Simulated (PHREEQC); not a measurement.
Make-up at 60 °C: 6.9 mmol/kgw HF, 27 mmol/kgw NaF and 14 mmol/kgw H2SiF6. Closed to the air; pH follows from the charge balance.

The numbers come from PHREEQC with the ion-association model, wateq4f.dat.

```
quantity                    before     after
------------------------  --------  --------
pH                            2.41      3.48
ionic strength (mol/kgw)    0.0456  0.000608
HF (mol/kgw)                0.0288  0.000568
F- (mol/kgw)               0.00315  0.000607
H2F2 (mol/kgw)            0.000570   2.20e-7
HF2- (mol/kgw)            0.000403   1.52e-6
```

Q: Which change was made?
A) temperature from 60 to 75 °C
B) H2SiF6 replaced by NaBF4 at the same molality
C) diluted 100-fold with water
D) NaF left out
E) diluted 5-fold with water

A: C, diluted 100-fold with water

Precipitation was switched off in this run. At this temperature some constants are extrapolated from 25 °C, and those without enthalpy data are left unchanged. SiF6-2 is the database's only silicon fluoride.
